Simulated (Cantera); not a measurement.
Input: 1 mol FeS, 0.26 mol O₂, 9.6 mol N₂, equilibrated at 0.120 bar.

Equilibrium computed with Cantera from the NASA thermochemical tables; the gas is ideal and each condensed phase is pure. Candidate condensed phases: Fe, FeO, FeS, FeSO₄, FeS₂, Fe₂O₃, Fe₂(SO₄)₃, Fe₃O₄, S; 19 gas species. Metal and sulfide melt together well below either melting point, which pure phases cannot show. Mutual solubility and eutectic melting of coexisting phases are not modelled. The tables' stoichiometric FeO is somewhat more stable than real wüstite, so its field is too wide. FeO, FeS: taken at fixed stoichiometry. Gases not in the tables: S₃ to S₇. The numbers say what is thermodynamically allowed, not how fast it happens. All values below are at 1225 K.

Base state: N₂ 0.981, SO₂ 0.0153, S₂ 0.00344, S₂O 5.54e-5, SO 4.93e-5 (mole fractions); condensed: FeO(s) + FeS(s).

### Question
What changes in the equilibrium state with this change: pressure from 0.120 bar to 17.0 bar?

### Answer
| species | before | after |
|---|---|---|
| N₂ | 0.981 | 0.984 |
| SO₂ | 0.0153 | 0.0150 |
| S₂ | 0.00344 | 0.00116 |
| SO | 4.93e-5 | 1.07e-5 |
| S₂O | 5.54e-5 | 8.36e-5 |
| FeO(s), mol | 0.219 | 0 |
| FeS(s), mol | 0.781 | 0.830 |
| Fe₃O₄(s), mol | 0 | 0.0568 |
FeS: taken at fixed stoichiometry.
